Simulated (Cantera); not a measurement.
A Cantera script and what it prints.

```python
import numpy as np
import cantera as ct

gas_names = """
    B BCL BCL2 BCL3 BH BH2 BH3 BN B2 CL CL2 H HCL H2 N NH NH2 NH3 N2 N2H2 N2H4
""".split()
cond_names = """
    B(b) B(L) BN(s) NH4CL(a) NH4CL(b)
""".split()


# ... load() reads the species with a 1 bar reference pressure and builds the phases ...
atoms = {
    'BCl3': {'B': 1, 'CL': 3},
    'NH3': {'N': 1, 'H': 3},
    'H2': {'H': 2},
}
top_T = {'BN(s)': 3200}  # K; cautious upper limits of use, not melting points


# ... equilibrate(T, P, feed) seeds the gas with the atoms and calls Mixture.equilibrate('TP', solver="vcs", rtol=1e-11, max_steps=5000) ...
results = []
feed = {'BCl3': 1, 'NH3': 0.12, 'H2': 3.5}  # mol
T = 1398.15  # K
for P in [10, 46, 220, 1000, 4600, 22000, 100000]:
    mix = equilibrate(T, P, feed)
    results.append((T, P, feed, dict(zip(mix.species_names, mix.species_moles))))
    x = sorted(zip(gas.X, gas.species_names), reverse=True)
    print(f"T = {T:g} K  P = {P:g} Pa  gas = {mix.phase_moles(0):.4g} mol")
    print("   x: " + "  ".join(f"{s} {v:.3e}" for v, s in x if v > 1e-05))
    print("   condensed (mol): " + ("  ".join(f"{mix.phase(i).name} {mix.phase_moles(i):.4g}"
          for i in range(1, mix.n_phases) if mix.phase_moles(i) > 1e-12) or "none"))
```

Output:

```
T = 1398.15 K  P = 10 Pa  gas = 5.125 mol
   x: HCL 4.977e-01  H2 4.691e-01  BCL3 2.662e-02  BCL 4.399e-03  BCL2 1.564e-03  H 3.247e-04  CL 2.839e-04
   condensed (mol): B(b) 0.7131  BN(s) 0.12
T = 1398.15 K  P = 46 Pa  gas = 5.079 mol
   x: H2 4.941e-01  HCL 4.606e-01  BCL3 4.184e-02  BCL 1.849e-03  BCL2 1.271e-03  H 1.554e-04  CL 1.193e-04
   condensed (mol): B(b) 0.6516  BN(s) 0.12
T = 1398.15 K  P = 220 Pa  gas = 5.031 mol
   x: H2 5.250e-01  HCL 4.130e-01  BCL3 6.022e-02  BCL2 9.618e-04  BCL 7.355e-04  H 7.325e-05  CL 4.746e-05
   condensed (mol): B(b) 0.5685  BN(s) 0.12
T = 1398.15 K  P = 1000 Pa  gas = 4.983 mol
   x: H2 5.573e-01  HCL 3.624e-01  BCL3 7.932e-02  BCL2 6.976e-04  BCL 2.938e-04  H 3.540e-05  CL 1.896e-05
   condensed (mol): B(b) 0.4798  BN(s) 0.12
T = 1398.15 K  P = 4600 Pa  gas = 4.937 mol
   x: H2 5.900e-01  HCL 3.108e-01  BCL3 9.858e-02  BCL2 4.849e-04  BCL 1.142e-04  H 1.698e-05
   condensed (mol): B(b) 0.3904  BN(s) 0.12
T = 1398.15 K  P = 22000 Pa  gas = 4.893 mol
   x: H2 6.218e-01  HCL 2.605e-01  BCL3 1.173e-01  BCL2 3.232e-04  BCL 4.263e-05
   condensed (mol): B(b) 0.3042  BN(s) 0.12
T = 1398.15 K  P = 100000 Pa  gas = 4.855 mol
   x: H2 6.498e-01  HCL 2.162e-01  BCL3 1.337e-01  BCL2 2.129e-04  BCL 1.623e-05
   condensed (mol): B(b) 0.2295  BN(s) 0.12
```

Cantera equilibrium calculation (NASA polynomials, part measured and part estimated; ideal gas, pure solids and liquids). Mutual solubility and eutectic melting of coexisting phases are not modelled. The tables' values for BCl, BCl2 are old estimates; treat these amounts as uncertain. Gases not in the tables: BHCl2.
